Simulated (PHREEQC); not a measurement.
# Leach liquor: an equilibrium model

Solution (7.3 °C): 1.7 mmol/kgw HCl, 7.6 mmol/kgw FeSO4 and 0.1 mmol/kgw MnSO4. Closed to the air; pH follows from the charge balance.

Model: Pitzer model, pitzer.dat, run in PHREEQC.

Precipitation was switched off in this run.

Q: Estimate the pH, specific conductance, osmotic coefficient.

A: pH 2.91; specific conductance 1380 µS/cm; osmotic coefficient 0.794.

Q: In which forms is S present?

A: SO4-2 97 %, HSO4- 3.5 % of the S.

Away from 25 °C the constants follow the database's enthalpies or fits; those with neither stay at their 25 °C values.
